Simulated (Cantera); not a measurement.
Cantera run, input and output.

```python
import numpy as np
import cantera as ct

gas = ct.Solution("gri30.yaml")
gas.TPX = 698, 190000, {'CH4': 1, 'CO': 0.5, 'O2': 2.05, 'N2': 7.69}
flame = ct.FreeFlame(gas, width=0.026)
flame.set_refine_criteria(ratio=3, slope=0.08, curve=0.16)
flame.transport_model = "mixture-averaged"
flame.solve(loglevel=0, auto=True)
z, T = flame.grid, flame.T
thick = (T[-1] - T[0]) / np.gradient(T, z).max()
show = ['CH4', 'CO', 'O2', 'H2', 'C2H4', 'C2H']
print(f"laminar burning velocity  {flame.velocity[0] * 100:.3f} cm/s")
print(f"burnt temperature         {T[-1]:.1f} K")
print(f"thermal thickness         {thick * 1e3:.4f} mm")
print(f"grid points               {len(z)}")
z0 = z[flame.heat_release_rate.argmax()]
print(f"{'z/mm':>9s}{'T/K':>9s}{'u/(m/s)':>9s}" + "".join(f"{s:>11s}" for s in show))
rows = []
for k in (-3, -2, -1.5, -1, -0.5, -0.25, 0, 0.25, 0.5, 1, 2, 4, 8):
    zz = z0 + k * thick
    rows.append([k * thick, np.interp(zz, z, T), np.interp(zz, z, flame.velocity),
                 *(np.interp(zz, z, flame.X[gas.species_index(s)]) for s in show)])
    print(f"{rows[-1][0] * 1e3:9.3f}{rows[-1][1]:9.1f}{rows[-1][2]:9.3f}" + "".join(f"{x:11.3e}" for x in rows[-1][3:]))
```

It prints:

```
laminar burning velocity  169.834 cm/s
burnt temperature         2477.2 K
thermal thickness         0.1694 mm
grid points               139
     z/mm      T/K  u/(m/s)        CH4         CO         O2         H2       C2H4        C2H
   -0.508    698.1    1.700  8.887e-02  4.444e-02  1.822e-01  9.074e-04  1.185e-08  3.882e-24
   -0.339    699.8    1.707  8.856e-02  4.438e-02  1.818e-01  2.819e-03  2.455e-07  1.255e-20
   -0.254    705.9    1.726  8.789e-02  4.436e-02  1.810e-01  5.132e-03  1.445e-06  1.719e-18
   -0.169    746.9    1.836  8.475e-02  4.489e-02  1.775e-01  9.812e-03  1.397e-05  1.034e-15
   -0.085   1071.6    2.671  6.356e-02  5.313e-02  1.514e-01  1.865e-02  2.096e-04  3.513e-11
   -0.042   1470.6    3.703  3.612e-02  6.716e-02  1.129e-01  2.359e-02  5.111e-04  1.135e-08
    0.000   1864.2    4.728  9.182e-03  8.168e-02  6.512e-02  2.465e-02  3.382e-04  4.219e-07
    0.042   2040.6    5.169  7.800e-04  7.878e-02  3.518e-02  2.028e-02  2.225e-05  3.523e-07
    0.085   2094.8    5.281  3.337e-05  6.802e-02  2.368e-02  1.757e-02  3.337e-07  2.256e-08
    0.169   2153.6    5.390  5.855e-08  5.606e-02  1.735e-02  1.707e-02  7.497e-11  2.701e-11
    0.339   2226.0    5.539  7.327e-12  4.983e-02  1.401e-02  1.645e-02  1.348e-15  2.382e-15
    0.677   2307.1    5.710  2.536e-15  4.629e-02  1.108e-02  1.473e-02  2.281e-22  1.230e-20
    1.355   2381.7    5.865  1.958e-15  4.256e-02  8.186e-03  1.283e-02  1.743e-23  9.692e-21
```

Cantera simulation using GRI-Mech 3.0 (53 species, 325 reactions); the numbers are that mechanism's predictions, not measurements. Burning velocities carry a grid error of a few per cent, more on coarse grids.
